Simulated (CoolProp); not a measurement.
A single-stage vapour-compression cycle with the fluid: evaporating at 227.15 K (dew point), condensing at 286.15 K (bubble point), superheat 8 K, subcooling 0 K, compressor efficiency 0.65, no pressure losses. The same conditions are run with several fluids, on thermodynamics alone (safety and materials aside).

The numbers come from the reference Helmholtz-energy equation of state of each fluid (R115: Lemmon 2016; carbon dioxide: Span 1996; fluoroethane (R161): Wu 2012; dimethyl ether: Wu 2011; R142b: Lemmon 2006; R152A: Outcalt 1996) in CoolProp.

| fluid | cooling COP | pressure ratio | discharge temperature (K) | refrigerating effect (kJ/kg) | volumetric capacity (kJ/m³) |
|---|---|---|---|---|---|
| R115 | 1.73 | 8.79 | 307.0 | 74.8 | 451 |
| carbon dioxide | (withheld) | 6.06 | 405.7 | 207 | (withheld) |
| fluoroethane (R161) | (withheld) | (withheld) | 371.6 | 321 | 546 |
| dimethyl ether | (withheld) | 11.3 | 365.6 | 365 | (withheld) |
| R142b | 2.01 | 13.5 | (withheld) | 177 | 156 |
| R152A | 1.99 | (withheld) | 366.4 | 258 | 305 |

Task: What belongs in the gaps?

Result: 
- carbon dioxide, cooling COP: 1.52
- carbon dioxide, volumetric capacity (kJ/m³): 4130
- fluoroethane (R161), cooling COP: 1.96
- fluoroethane (R161), pressure ratio: 9.71
- dimethyl ether, cooling COP: 2.00
- dimethyl ether, volumetric capacity (kJ/m³): 318
- R142b, discharge temperature (K): 346.5
- R152A, pressure ratio: 12.0
